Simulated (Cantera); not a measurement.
An adiabatic, constant-volume homogeneous reactor starts with 13.6 % CH₄, 18.1 % O₂, 68.3 % N₂, equivalence ratio 1.5, at 1625 K and 1300000 Pa.

Detailed kinetics in Cantera: GRI-Mech 3.0 (53 species, 325 reactions). The pressure lies above the range GRI-Mech 3.0 was tuned for (to about 10 atm). Above 3000 K some thermodynamic fits are extrapolated.

Task: Predict: time of steepest temperature rise; temperature at 0.200 s; equilibrium temperature; x(O₂) at 0.200 s; x(NO₂) at 0.200 s; x(H₂O₂) at 0.200 s; x(HCN) at 0.200 s; x(H₂O) at 0.200 s.

Result: 
```json
{
 "time_of_steepest_temperature_rise": "53.0 µs",
 "temperature at 0.200 s": "3165 K",
 "equilibrium_temperature": "3165 K",
 "x(O₂) at 0.200 s": "0.000968 (gas-phase equilibrium 0.000968)",
 "x(NO₂) at 0.200 s": "6.46e-7 (gas-phase equilibrium 6.46e-7)",
 "x(H₂O₂) at 0.200 s": "5.78e-7 (gas-phase equilibrium 5.78e-7)",
 "x(HCN) at 0.200 s": "5.48e-7 (gas-phase equilibrium 5.48e-7)",
 "x(H₂O) at 0.200 s": "0.160 (gas-phase equilibrium 0.160)"
}
```
